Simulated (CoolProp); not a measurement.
Values from CoolProp's reference Helmholtz-energy equation of state, Lemmon 2006. It is a short technical equation, of lower accuracy than the large ones.

**Question.** Give the vapour pressure (bar), liquid density (kg/m³), enthalpy of vaporisation (kJ/kg), liquid cp (kJ/(kg K)) of saturated CH3F (R41) at -63.65, -40.25 °C.

**Answer.** 
| T (°C) | p (bar) | liquid density (kg/m³) | enthalpy of vaporisation (kJ/kg) | liquid cp (kJ/(kg K)) |
|---|---|---|---|---|
| -63.65 | 2.14 | 850 | 466 | 2.10 |
| -40.25 | 5.69 | 795 | 427 | 2.19 |
